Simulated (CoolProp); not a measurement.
Saturation properties of ethanol.

Values from CoolProp's reference Helmholtz-energy equation of state, Schroeder 2014.

| T (K) | p (kPa) | liquid density (kg/m³) | vapour density (kg/m³) |
|---|---|---|---|
| 408.6 | 668.3 | 670.6 | 10.18 |
| 412.3 | 739.4 | 665.4 | 11.26 |
| 416 | 816.3 | 660.1 | 12.43 |
| 419.7 | 899.4 | 654.7 | 13.70 |
| 423.4 | 988.8 | 649.0 | 15.07 |
| 427 | 1082 | 643.4 | 16.52 |
| 430.7 | 1185 | 637.5 | 18.13 |
| 434.4 | 1296 | 631.4 | 19.87 |
| 438.1 | 1414 | 625.1 | 21.75 |
| 441.8 | 1540 | 618.6 | 23.78 |
| 445.5 | 1675 | 612.0 | 25.98 |
| 449.2 | 1818 | 605.1 | 28.36 |
| 452.8 | 1966 | 598.3 | 30.85 |
| 456.5 | 2127 | 591.0 | 33.63 |
| 460.2 | 2299 | 583.5 | 36.64 |

It boils at 351.6 K under 1 atm.
